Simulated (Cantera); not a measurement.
An adiabatic, constant-pressure homogeneous reactor starts with C3H8 : O2 : N2 = 1 : 8.62 : 35.3 (molar parts), equivalence ratio 0.58, at 1225 K and 1.38 atm. Integrator tolerance rtol = 1e-08.

Computed with Cantera and GRI-Mech 3.0 (53 species, 325 reactions). GRI-Mech 3.0 was tuned for natural gas; its chemistry of propane as a main component is partial and can be far from experiment.

```json
[
 {"quantity": "time of steepest temperature rise", "before": "3.18 ms", "after": "2.75 ms"},
 {"quantity": "temperature at 2.00 s", "before": "2314 K", "after": "2318 K"},
 {"quantity": "equilibrium temperature", "before": "2314 K", "after": "2318 K"},
 {"quantity": "x(C3H8) at 2.00 s", "before": "<1e-12 (gas-phase equilibrium <1e-12)", "after": "<1e-12 (gas-phase equilibrium <1e-12)"},
 {"quantity": "x(O2) at 2.00 s", "before": "0.0735 (gas-phase equilibrium 0.0735)", "after": "0.0735 (gas-phase equilibrium 0.0735)"},
 {"quantity": "x(NO) at 2.00 s", "before": "0.00943 (gas-phase equilibrium 0.00943)", "after": "0.00951 (gas-phase equilibrium 0.00951)"},
 {"quantity": "x(HO2) at 2.00 s", "before": "3.84e-6 (gas-phase equilibrium 3.84e-6)", "after": "4.21e-6 (gas-phase equilibrium 4.21e-6)"},
 {"quantity": "x(H2) at 2.00 s", "before": "0.000588 (gas-phase equilibrium 0.000588)", "after": "0.000520 (gas-phase equilibrium 0.000520)"},
 {"quantity": "x(HCO) at 2.00 s", "before": "1.43e-10 (gas-phase equilibrium 1.43e-10)", "after": "1.41e-10 (gas-phase equilibrium 1.41e-10)"},
 {"quantity": "x(CH2O) at 2.00 s", "before": "<1e-12 (gas-phase equilibrium <1e-12)", "after": "<1e-12 (gas-phase equilibrium <1e-12)"}
]
```

Question: Name the change that produced these shifts.
(A) initial temperature 1225 to 1600 K
(B) initial temperature 1225 to 1625 K
(C) pressure from 1.38 atm to 1.88 atm
(D) initial temperature 1225 to 1425 K

Answer: C, pressure from 1.38 atm to 1.88 atm
